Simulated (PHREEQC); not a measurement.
Dissolve 0.24 mol Pb(NO3)2, 7.4e-05 mol KNO3 and 0.0006 mol Na2SO4 per kg of water at 25 °C. Closed to the air; pH follows from the charge balance.

The numbers come from PHREEQC with the ion-association model, wateq4f.dat.

**Question.** The ionic strength comes out as 0.454 mol/kgw. What activity coefficients do Na+, NO3-, Pb+2, H+, K+ get?

**Answer.** Na+ 0.71, NO3- 0.62, Pb+2 0.29, H+ 0.77, K+ 0.65.

No solid was allowed to form. Examples of supersaturated solids here: Anglesite, Larnakite. Others may be too.
